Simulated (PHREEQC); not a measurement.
Solution (25 °C): 0.0079 mol/kgw ZnSO4. It is in equilibrium with CO2 at log p = -3.5 (atm). Otherwise closed; pH follows from the charge balance.

The numbers come from PHREEQC with the ion-association model, wateq4f.dat.

Precipitation was switched off in this run.

Question: Order these Zn species by the share of Zn that they hold, largest first: Zn(SO4)2-2, Zn+2, ZnSO4.

Answer: Zn+2 (70 %), ZnSO4 (29 %), Zn(SO4)2-2 (1.3 %)

Question: Order these S species by the share of S that they hold, largest first: ZnSO4, Zn(SO4)2-2, SO4-2.

Answer: SO4-2 (68 %), ZnSO4 (29 %), Zn(SO4)2-2 (2.6 %)

The pH is 5.55 and the ionic strength 0.0220 mol/kgw.
